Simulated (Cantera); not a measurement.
# Catalytic stagnation flow on Pt

A jet of 5.91 % CH₄, 7.56 % O₂, 86.5 % N₂, equivalence ratio 1.6 at 300 K and 64.5 Torr hits a platinum plate 3.9 cm away at a mass flux of 0.082 kg/m²/s; the plate temperature is set and raised in steps from an oxygen-covered start.

Cantera simulation using Deutschmann's 1995 Pt surface mechanism with GRI-Mech 3.0 gas chemistry; the numbers are that mechanism's predictions, not measurements. Catalytic surfaces can have several steady states; this one follows from the mechanism file's or the stated starting coverage.

```
plate T (K)  wall x CH₄  wall x O₂  wall x H₂O  wall x OH  wall x CO  wall x CO₂  θ free Pt      θ H*   θ CO*    θ C*
-----------  ----------  ---------  ----------  ---------  ---------  ----------  ---------  --------  ------  ------
900              0.0145    0.00543      0.0801      <1e-8     0.0464    0.000439      0.506  0.000731   0.344   0.149
950              0.0110    0.00419      0.0789      <1e-8     0.0501    0.000303      0.598   0.00149   0.210   0.191
1000            0.00721    0.00286      0.0772      <1e-8     0.0536    0.000666      0.752   0.00185   0.156  0.0907
1050            0.00552    0.00228      0.0757      <1e-8     0.0545     0.00168      0.867   0.00182   0.100  0.0303
1100            0.00489    0.00209      0.0739      <1e-8     0.0536     0.00349      0.930   0.00166  0.0577  0.0106
```
x: mole fraction at the wall; θ: surface coverage.
